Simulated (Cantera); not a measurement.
## Abatement and gas-phase synthesis: HCl + H2 + O2

Charge: 1 mol HCl, 0.94 mol H2, 0.17 mol O2, held at 13.3 mbar.

Equilibrium computed with Cantera from the NASA thermochemical tables; the gas is ideal and each condensed phase is pure. Candidate condensed phases: H2O; 14 gas species. Kinetics and transport are ignored.

| T (°C) | x HCl | x H2 | x H2O | x Cl | x H | x OH | x O | x Cl2 |
|---|---|---|---|---|---|---|---|---|
| 952 | 0.515 | 0.309 | 0.175 | 2.15e-6 | 1.50e-6 | 7.74e-9 | <1e-12 | 1.66e-9 |
| 1002 | 0.515 | 0.309 | 0.175 | 5.02e-6 | 3.55e-6 | 2.34e-8 | <1e-12 | 3.45e-9 |
| 1052 | 0.515 | 0.309 | 0.175 | 1.10e-5 | 7.88e-6 | 6.51e-8 | 1.57e-12 | 6.77e-9 |
| 1102 | 0.515 | 0.309 | 0.175 | 2.28e-5 | 1.65e-5 | 1.68e-7 | 8.27e-12 | 1.27e-8 |
| 1152 | 0.515 | 0.309 | 0.175 | 4.48e-5 | 3.29e-5 | 4.07e-7 | 3.88e-11 | 2.27e-8 |
| 1202 | 0.515 | 0.309 | 0.175 | 8.43e-5 | 6.25e-5 | 9.28e-7 | 1.64e-10 | 3.91e-8 |
| 1252 | 0.515 | 0.309 | 0.175 | 0.000152 | 0.000114 | 2.00e-6 | 6.33e-10 | 6.50e-8 |
| 1302 | 0.515 | 0.309 | 0.175 | 0.000265 | 0.000200 | 4.12e-6 | 2.24e-9 | 1.05e-7 |
| 1352 | 0.515 | 0.309 | 0.175 | 0.000445 | 0.000340 | 8.11e-6 | 7.33e-9 | 1.64e-7 |
| 1402 | 0.514 | 0.309 | 0.175 | 0.000726 | 0.000559 | 1.53e-5 | 2.24e-8 | 2.49e-7 |
| 1452 | 0.514 | 0.309 | 0.175 | 0.00115 | 0.000894 | 2.79e-5 | 6.41e-8 | 3.69e-7 |
| 1502 | 0.513 | 0.309 | 0.175 | 0.00178 | 0.00139 | 4.91e-5 | 1.73e-7 | 5.35e-7 |
| 1552 | 0.512 | 0.309 | 0.175 | 0.00268 | 0.00212 | 8.38e-5 | 4.42e-7 | 7.59e-7 |
| 1602 | 0.510 | 0.309 | 0.174 | 0.00394 | 0.00315 | 0.000139 | 1.07e-6 | 1.05e-6 |
x: gas mole fraction; nothing condenses.

From 952 °C to 1602 °C nothing is condensed.
